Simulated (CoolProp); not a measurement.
Saturation properties of dimethyl carbonate.

Computed with CoolProp (reference Helmholtz-energy equation of state, Zhou 2011).

```
T (K)  p (MPa)  liquid density (kg/m³)  vapour density (kg/m³)  liquid cp (kJ/(kg K))
-----  -------  ----------------------  ----------------------  ---------------------
372.4   0.1345                   960.8                   4.056                  1.982
382.4   0.1799                   946.2                   5.332                  2.009
392.4   0.2365                   931.2                   6.902                  2.037
402.5   0.3069                   915.7                   8.836                  2.067
412.5   0.3915                   900.1                   11.15                  2.098
422.5   0.4930                   884.0                   13.91                  2.131
432.5   0.6134                   867.4                   17.21                  2.166
442.5   0.7549                   850.3                   21.11                  2.203
452.5   0.9200                   832.6                   25.73                  2.245
462.5    1.111                   814.1                   31.18                  2.291
472.5    1.331                   794.7                   37.62                  2.345
482.6    1.585                   773.9                   45.36                  2.411
492.6    1.872                   752.0                   54.53                  2.491
502.6    2.198                   728.1                   65.63                  2.597
512.6    2.567                   701.7                   79.32                  2.743
```

It boils at 363.3 K under 1 atm.
